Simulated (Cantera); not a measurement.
Cantera run:

```python
import numpy as np
import cantera as ct

gas_names = """
    CL CLO CL2 H HCL HOCL HO2 H2 H2O H2O2 O OH O2 O3 Si SiCL SiCL2 SiCL3 SiCL4 SiH SiHCL3 SiH2 SiH2CL2
    SiH3 SiH3CL SiH4 SiO SiO2 Si2 Si3
""".split()
cond_names = """
    H2O(s) H2O(L) Si(cr) Si(L) SiO2(Lqz) SiO2(hqz) SiO2(L)
""".split()


# ... load() reads the species with a 1 bar reference pressure and builds the phases ...
atoms = {
    'SiO2': {'Si': 1, 'O': 2},
    'HCl': {'H': 1, 'CL': 1},
}
top_T = {}  # K; cautious upper limits of use, not melting points


# ... equilibrate(T, P, feed) seeds the gas with the atoms and calls Mixture.equilibrate('TP', solver="vcs", rtol=1e-11, max_steps=5000) ...
results = []
feed = {'SiO2': 1, 'HCl': 27}  # mol
P = 3000  # Pa
for T in [675, 750, 825, 900, 975, 1050, 1125, 1200, 1275, 1350]:
    mix = equilibrate(T, P, feed)
    results.append((T, P, feed, dict(zip(mix.species_names, mix.species_moles))))
    x = sorted(zip(gas.X, gas.species_names), reverse=True)
    print(f"T = {T:g} K  P = {P:g} Pa  gas = {mix.phase_moles(0):.4g} mol")
    print("   x: " + "  ".join(f"{s} {v:.3e}" for v, s in x if v > 0.001))
    print("   condensed (mol): " + ("  ".join(f"{mix.phase(i).name} {mix.phase_moles(i):.4g}"
          for i in range(1, mix.n_phases) if mix.phase_moles(i) > 1e-12) or "none"))
```

Result:

```
T = 675 K  P = 3000 Pa  gas = 27 mol
   x: HCL 1.000e+00
   condensed (mol): SiO2(Lqz) 0.9999
T = 750 K  P = 3000 Pa  gas = 27 mol
   x: HCL 1.000e+00
   condensed (mol): SiO2(Lqz) 0.9998
T = 825 K  P = 3000 Pa  gas = 27 mol
   x: HCL 1.000e+00
   condensed (mol): SiO2(Lqz) 0.9997
T = 900 K  P = 3000 Pa  gas = 27 mol
   x: HCL 9.999e-01
   condensed (mol): SiO2(hqz) 0.9995
T = 975 K  P = 3000 Pa  gas = 27 mol
   x: HCL 9.999e-01
   condensed (mol): SiO2(hqz) 0.9992
T = 1050 K  P = 3000 Pa  gas = 27 mol
   x: HCL 9.998e-01
   condensed (mol): SiO2(hqz) 0.9989
T = 1125 K  P = 3000 Pa  gas = 27 mol
   x: HCL 9.997e-01
   condensed (mol): SiO2(hqz) 0.9985
T = 1200 K  P = 3000 Pa  gas = 27 mol
   x: HCL 9.996e-01
   condensed (mol): SiO2(hqz) 0.998
T = 1275 K  P = 3000 Pa  gas = 27 mol
   x: HCL 9.992e-01
   condensed (mol): SiO2(hqz) 0.9974
T = 1350 K  P = 3000 Pa  gas = 27.01 mol
   x: HCL 9.986e-01
   condensed (mol): SiO2(hqz) 0.9968
```

Method: chemical equilibrium by Gibbs-energy minimisation in Cantera with the NASA 1993 tables (ideal gas, pure condensed phases). The tables hold silica as quartz up to 1696 K and as liquid above; real silica turns to tridymite and cristobalite and melts near 1996 K.
